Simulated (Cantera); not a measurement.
**Sublimation and decomposition of ceramics: Al₂O₃ + H₂**

A closed system holds: 1 mol Al₂O₃, 0.061 mol H₂, at 2.20 bar.

Cantera equilibrium calculation (NASA polynomials, part measured and part estimated; ideal gas, pure solids and liquids). Candidate condensed phases: Al, Al₂O₃, H₂O; 19 gas species. The tables' values for AlOH are old estimates; treat these amounts as uncertain. Gases not in the tables: Al(OH)₃. Rates play no part.

From 1998 K to 2298 K the condensed part is Al₂O₃(s). From 2398 K to 2798 K the condensed part is Al₂O₃(l).

| T (K) | log p H₂ | log p H | log p H₂O | log p Al | log p Al₂O | log p AlOH | log p AlH | n Al₂O₃(s) | n Al₂O₃(l) |
|---|---|---|---|---|---|---|---|---|---|
| 1998 | 0.34 | -2.62 | -3.76 | -4.27 | -4.55 | -5.02 | -4.65 | 1.000 | 0 |
| 2098 | 0.34 | -2.34 | -3.37 | -3.90 | -4.11 | -4.59 | -4.37 | 1.000 | 0 |
| 2198 | 0.34 | -2.08 | -3.02 | -3.56 | -3.71 | -4.20 | -4.12 | 1.000 | 0 |
| 2298 | 0.34 | -1.85 | -2.70 | -3.26 | -3.35 | -3.85 | -3.89 | 1.000 | 0 |
| 2398 | 0.34 | -1.63 | -2.43 | -2.99 | -3.06 | -3.56 | -3.69 | 0 | 1.000 |
| 2498 | 0.33 | -1.44 | -2.19 | -2.75 | -2.81 | -3.31 | -3.52 | 0 | 1.000 |
| 2598 | 0.33 | -1.26 | -1.97 | -2.53 | -2.59 | -3.08 | -3.36 | 0 | 1.000 |
| 2698 | 0.32 | -1.09 | -1.77 | -2.32 | -2.38 | -2.87 | -3.21 | 0 | 1.000 |
| 2798 | 0.31 | -0.94 | -1.59 | -2.14 | -2.20 | -2.68 | -3.08 | 0 | 1.000 |
log p: log10 of the partial pressure in bar; n: condensed amount in mol.
